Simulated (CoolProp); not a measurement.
Vapour-liquid equilibrium of propane (1) + cyclopropane (2) at 25.35 °C; x and y are mole fractions of (1).

Model: multi-fluid Helmholtz-energy mixture model, Lemmon 2009 and Polt 1992; pair parameters Bell 2016, in CoolProp. This equation is an older, rougher fit; its heat capacities, sound speeds and derivatives of the liquid may be far off and weren't checked against measurements.

```json
[
 {"x": "0.05", "bubble pressure, mixture model (kPa)": "753.3", "bubble pressure, Raoult's law (kPa)": "742.9", "y, mixture model": "0.073", "y, Raoult's law": "0.065"},
 {"x": "0.15", "bubble pressure, mixture model (kPa)": "793.6", "bubble pressure, Raoult's law (kPa)": "765.8", "y, mixture model": "0.204", "y, Raoult's law": "0.188"},
 {"x": "0.25", "bubble pressure, mixture model (kPa)": "829.6", "bubble pressure, Raoult's law (kPa)": "788.8", "y, mixture model": "0.318", "y, Raoult's law": "0.304"},
 {"x": "0.35", "bubble pressure, mixture model (kPa)": "861.2", "bubble pressure, Raoult's law (kPa)": "811.7", "y, mixture model": "0.420", "y, Raoult's law": "0.414"},
 {"x": "0.45", "bubble pressure, mixture model (kPa)": "888.6", "bubble pressure, Raoult's law (kPa)": "834.6", "y, mixture model": "0.514", "y, Raoult's law": "0.518"},
 {"x": "0.55", "bubble pressure, mixture model (kPa)": "911.8", "bubble pressure, Raoult's law (kPa)": "857.5", "y, mixture model": "0.602", "y, Raoult's law": "0.616"},
 {"x": "0.65", "bubble pressure, mixture model (kPa)": "930.8", "bubble pressure, Raoult's law (kPa)": "880.4", "y, mixture model": "0.687", "y, Raoult's law": "0.709"},
 {"x": "0.75", "bubble pressure, mixture model (kPa)": "945.6", "bubble pressure, Raoult's law (kPa)": "903.3", "y, mixture model": "0.772", "y, Raoult's law": "0.798"},
 {"x": "0.85", "bubble pressure, mixture model (kPa)": "955.7", "bubble pressure, Raoult's law (kPa)": "926.2", "y, mixture model": "0.859", "y, Raoult's law": "0.882"},
 {"x": "0.95", "bubble pressure, mixture model (kPa)": "960.5", "bubble pressure, Raoult's law (kPa)": "949.1", "y, mixture model": "0.951", "y, Raoult's law": "0.961"}
]
```

The largest gap from Raoult's law is +6.5 % in bubble pressure, at x = 0.45. No azeotrope shows between x = 0.05 and 0.95.

Pair parameters are fitted to limited data, so mixtures are less certain than the pure fluids.
